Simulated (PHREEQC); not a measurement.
A made-up water analysis in mg/kgw, 25 °C, pH 2.1, pe 11.4:

```csv
constituent,mg/kgw
Na,53.2
K,1.23
Ca,65.2
Mg,0.407
Cl,34.9
S(6) as SO4,981
Sr,2.27
```

Na is adjusted to close the charge balance.
Valence states are taken as typed.

Model: ion-association model, wateq4f.dat, run in PHREEQC.

```yaml
ionic_strength: 0.0247 mol/kgw
total_alkalinity: -12.2 meq/kg
```

| species | molality | activity | log γ |
|---|---|---|---|
| H+ | 0.00901 | 0.00794 | -0.055 |
| SO4-2 | 0.00642 | 0.00356 | -0.256 |
| Na+ | 0.00571 | 0.00492 | -0.065 |
| HSO4- | 0.00320 | 0.00275 | -0.065 |
| Ca+2 | 0.00115 | 0.000644 | -0.251 |
| Cl- | 0.000984 | 0.000843 | -0.068 |
| CaSO4 | 0.000455 | 0.000458 | 0.002 |
| NaSO4- | 0.000101 | 8.78e-5 | -0.063 |
| K+ | 3.07e-5 | 2.63e-5 | -0.068 |
| CaHSO4+ | 2.48e-5 | 2.13e-5 | -0.066 |
| Sr+2 | 1.86e-5 | 1.05e-5 | -0.249 |
| Mg+2 | 1.14e-5 | 6.47e-6 | -0.245 |
| SrSO4 | 7.26e-6 | 7.30e-6 | 0.002 |

Precipitation was switched off in this run.
